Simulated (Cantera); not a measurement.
Cantera run, input and output.

```python
import numpy as np
import cantera as ct

surf = ct.Interface("ptcombust.yaml", "Pt_surf")
gas = surf.adjacent["gas"]
gas.TPX = 725, 48000, {'H2': 0.022, 'O2': 0.12, 'N2': 1.6}
surf.TP = 725, 48000
reactor = ct.FlowReactor(gas, clone=False)
reactor.area = 0.0001  # m2
reactor.surface_area_to_volume_ratio = 160  # 1/m
reactor.mass_flow_rate = 0.6 * reactor.area * gas.density  # inlet velocity 0.6 m/s
reactor.energy_enabled = False
wall = ct.ReactorSurface(surf, reactor, clone=False)
net = ct.ReactorNet([reactor])
net.rtol, net.atol = 1e-8, 1e-16
show, cover = ['H2', 'O2', 'H2O'], ['PT(S)', 'H(S)', 'O(S)', 'OH(S)', 'CO(S)', 'C(S)']

rows = []
print(f"{'z/m':>9s}{'u/(m/s)':>9s}" + "".join(f"{s:>13s}" for s in show + cover))
for z in [0.00026, 0.00043, 0.00072, 0.0012, 0.002, 0.0033, 0.0056, 0.0093, 0.015, 0.026]:
    net.advance(z)
    rows.append([reactor.speed, *gas[show].X, *surf[cover].coverages])
    print(f"{z:9.4g}{rows[-1][0]:9.3g}" + "".join(f"{x:13.4e}" for x in rows[-1][1:]))
```

Result:

```
      z/m  u/(m/s)           H2           O2          H2O        PT(S)         H(S)         O(S)        OH(S)        CO(S)         C(S)
  0.00026    0.598   7.1331e-03   6.6311e-02   5.5310e-03   1.9701e-01   4.9986e-08   7.9872e-01   4.2628e-03   1.1111e-25   1.6948e-29
  0.00043    0.598   5.5200e-03   6.5556e-02   7.1543e-03   1.5454e-01   3.2407e-08   8.4140e-01   4.0504e-03  -7.5733e-26   1.2240e-29
  0.00072    0.597   3.9640e-03   6.4827e-02   8.7202e-03   1.1303e-01   1.8854e-08   8.8327e-01   3.6993e-03   2.4335e-26   3.3550e-30
   0.0012    0.597   2.6805e-03   6.4225e-02   1.0012e-02   7.8928e-02   1.0263e-08   9.1781e-01   3.2573e-03  -4.0036e-27  -9.4480e-30
    0.002    0.597   1.7087e-03   6.3770e-02   1.0990e-02   5.4153e-02   5.4559e-09   9.4304e-01   2.8025e-03  -4.4869e-25  -1.4918e-28
   0.0033    0.597   1.0267e-03   6.3450e-02   1.1676e-02   3.8432e-02   3.0578e-09   9.5914e-01   2.4212e-03  -4.9756e-27  -4.4333e-30
   0.0056    0.596   5.3321e-04   6.3219e-02   1.2173e-02   2.8774e-02   1.8530e-09   9.6909e-01   2.1311e-03  -9.3712e-27  -3.8209e-30
   0.0093    0.596   2.3177e-04   6.3078e-02   1.2476e-02   2.3863e-02   1.3245e-09   9.7418e-01   1.9599e-03  -7.8466e-29  -7.5001e-32
    0.015    0.596   7.5717e-05   6.3005e-02   1.2633e-02   2.1647e-02   1.1056e-09   9.7648e-01   1.8758e-03   2.0015e-31   1.9949e-34
    0.026    0.596   1.0039e-05   6.2974e-02   1.2699e-02   2.0781e-02   1.0235e-09   9.7738e-01   1.8416e-03   1.2583e-27  -2.0803e-30
```

Detailed kinetics in Cantera: Deutschmann's 1995 Pt surface mechanism with GRI-Mech 3.0 gas chemistry. Catalytic surfaces can have several steady states; this one follows from the mechanism file's or the stated starting coverage. Mass transfer to the wall is taken as infinitely fast.
